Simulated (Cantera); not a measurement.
An isothermal, constant-pressure homogeneous reactor starts with 25.0 % NO, 75.0 % N₂, at 1950 K and 0.0267 bar.

Computed with Cantera and GRI-Mech 3.0 (53 species, 325 reactions). Radical loss at walls, strong at low pressure, is not modelled.

Question: Predict: x(NO) at 10.0 s; x(O) at 10.0 s; x(O₂) at 10.0 s; x(N₂O) at 10.0 s; x(N₂) at 10.0 s; x(NO₂) at 10.0 s.

Answer: 
| Item | Value |
|---|---|
| x(NO) at 10.0 s | 0.178 (gas-phase equilibrium 0.00535) |
| x(O) at 10.0 s | 0.000561 (gas-phase equilibrium 0.000970) |
| x(O₂) at 10.0 s | 0.0354 (gas-phase equilibrium 0.122) |
| x(N₂O) at 10.0 s | 1.11e-5 (gas-phase equilibrium 5.19e-8) |
| x(N₂) at 10.0 s | 0.785 (gas-phase equilibrium 0.872) |
| x(NO₂) at 10.0 s | 2.23e-5 (gas-phase equilibrium 1.25e-6) |
